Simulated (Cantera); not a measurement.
Cantera run:

```python
import numpy as np
import cantera as ct

gas_names = """
    CL CL2 Fe FeCL FeCL2 FeCL3 Fe2CL4 Fe2CL6 H HCL H2
""".split()
cond_names = """
    Fe(a) Fe(c) Fe(d) Fe(L) FeCL2(s) FeCL2(L) FeCL3(s) FeCL3(L)
""".split()


# ... load() reads the species with a 1 bar reference pressure and builds the phases ...
atoms = {
    'Fe': {'Fe': 1},
    'Cl2': {'CL': 2},
    'H2': {'H': 2},
}
top_T = {}  # K; cautious upper limits of use, not melting points


# ... equilibrate(T, P, feed) seeds the gas with the atoms and calls Mixture.equilibrate('TP', solver="vcs", rtol=1e-11, max_steps=5000) ...
results = []
feed = {'Fe': 1, 'Cl2': 0.079, 'H2': 0.093}  # mol
P = 9100  # Pa
for T in [723, 798, 873, 948, 1023, 1098, 1173, 1248, 1323, 1398, 1473, 1548, 1623, 1698]:
    mix = equilibrate(T, P, feed)
    results.append((T, P, feed, dict(zip(mix.species_names, mix.species_moles))))
    x = sorted(zip(gas.X, gas.species_names), reverse=True)
    print(f"T = {T:g} K  P = {P:g} Pa  gas = {mix.phase_moles(0):.4g} mol")
    print("   x: " + "  ".join(f"{s} {v:.3e}" for v, s in x if v > 0.001))
    print("   condensed (mol): " + ("  ".join(f"{mix.phase(i).name} {mix.phase_moles(i):.4g}"
          for i in range(1, mix.n_phases) if mix.phase_moles(i) > 1e-12) or "none"))
```

It prints:

```
T = 723 K  P = 9100 Pa  gas = 0.09508 mol
   x: H2 9.563e-01  HCL 4.365e-02
   condensed (mol): Fe(a) 0.9231  FeCL2(s) 0.07692
T = 798 K  P = 9100 Pa  gas = 0.09966 mol
   x: H2 8.675e-01  HCL 1.315e-01
   condensed (mol): Fe(a) 0.9276  FeCL2(s) 0.07234
T = 873 K  P = 9100 Pa  gas = 0.1111 mol
   x: H2 6.863e-01  HCL 3.010e-01  FeCL2 1.113e-02  Fe2CL4 1.583e-03
   condensed (mol): Fe(a) 0.9377  FeCL2(s) 0.06068
T = 948 K  P = 9100 Pa  gas = 0.1445 mol
   x: HCL 5.019e-01  H2 3.927e-01  FeCL2 8.579e-02  Fe2CL4 1.963e-02
   condensed (mol): Fe(a) 0.9573  FeCL2(s) 0.02467
T = 1023 K  P = 9100 Pa  gas = 0.1685 mol
   x: HCL 5.104e-01  H2 2.968e-01  FeCL2 1.719e-01  Fe2CL4 2.083e-02
   condensed (mol): Fe(a) 0.964
T = 1098 K  P = 9100 Pa  gas = 0.1704 mol
   x: HCL 4.822e-01  H2 3.046e-01  FeCL2 2.037e-01  Fe2CL4 9.314e-03
   condensed (mol): Fe(a) 0.9621
T = 1173 K  P = 9100 Pa  gas = 0.1713 mol
   x: HCL 4.542e-01  H2 3.159e-01  FeCL2 2.256e-01  Fe2CL4 4.227e-03
   condensed (mol): Fe(a) 0.9599
T = 1248 K  P = 9100 Pa  gas = 0.1716 mol
   x: HCL 4.289e-01  H2 3.273e-01  FeCL2 2.416e-01  Fe2CL4 2.029e-03
   condensed (mol): Fe(c) 0.9578
T = 1323 K  P = 9100 Pa  gas = 0.1718 mol
   x: HCL 4.065e-01  H2 3.380e-01  FeCL2 2.544e-01  Fe2CL4 1.042e-03
   condensed (mol): Fe(c) 0.9559
T = 1398 K  P = 9100 Pa  gas = 0.1719 mol
   x: HCL 3.868e-01  H2 3.476e-01  FeCL2 2.650e-01
   condensed (mol): Fe(c) 0.9542
T = 1473 K  P = 9100 Pa  gas = 0.1719 mol
   x: HCL 3.695e-01  H2 3.561e-01  FeCL2 2.740e-01
   condensed (mol): Fe(c) 0.9528
T = 1548 K  P = 9100 Pa  gas = 0.172 mol
   x: H2 3.635e-01  HCL 3.544e-01  FeCL2 2.817e-01
   condensed (mol): Fe(c) 0.9515
T = 1623 K  P = 9100 Pa  gas = 0.172 mol
   x: H2 3.701e-01  HCL 3.411e-01  FeCL2 2.884e-01
   condensed (mol): Fe(c) 0.9503
T = 1698 K  P = 9100 Pa  gas = 0.172 mol
   x: H2 3.757e-01  HCL 3.295e-01  FeCL2 2.941e-01
   condensed (mol): Fe(d) 0.9494
```

Cantera equilibrium calculation (NASA polynomials, part measured and part estimated; ideal gas, pure solids and liquids).
